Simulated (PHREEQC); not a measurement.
1 kg of water meets 20 L of dry gas (CH4 1 by moles) at fixed total pressure, at 40 °C; fugacities by Peng-Robinson. The gases take part in no redox reaction, some water evaporates into the gas, and hydrates or a liquid gas phase aren't modelled. Precipitation was switched off in this run.

The numbers come from PHREEQC with the ion-association model, phreeqc.dat.

```tsv
P (atm)	dissolved CH4 (mol/kgw)	φ of CH4
2	0.00235	0.996
5	0.00595	0.991
10	0.0118	0.981
20	0.0230	0.963
30	0.0334	0.946
40	0.0433	0.929
50	0.0525	0.913
75	0.0733	0.876
100	0.0913	0.844
150	0.121	0.792
200	0.144	0.755
300	0.181	0.715
400	0.209	0.705
```

At this temperature some constants are extrapolated from 25 °C, and those without enthalpy data are left unchanged.
